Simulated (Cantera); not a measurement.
A closed system holds: 1 mol Hg, 0.79 mol O2, 25 mol H2, equilibrated at 64.0 mbar.

Equilibrium computed with Cantera from the NASA thermochemical tables; the gas is ideal and each condensed phase is pure. Candidate condensed phases: H2O, Hg, HgO; 10 gas species. The numbers say what is thermodynamically allowed, not how fast it happens. All values below are at 402 °C.

Base state: H2 0.901, H2O 0.0608, Hg 0.0385 (mole fractions); condensed: gas only.

### Question
What changes in the equilibrium state with this change: O2 from 0.79 to 0.019 mol?

### Answer
```
species  before    after
-------  ------  -------
H2        0.901    0.960
Hg       0.0385   0.0385
H2O      0.0608  0.00146
```
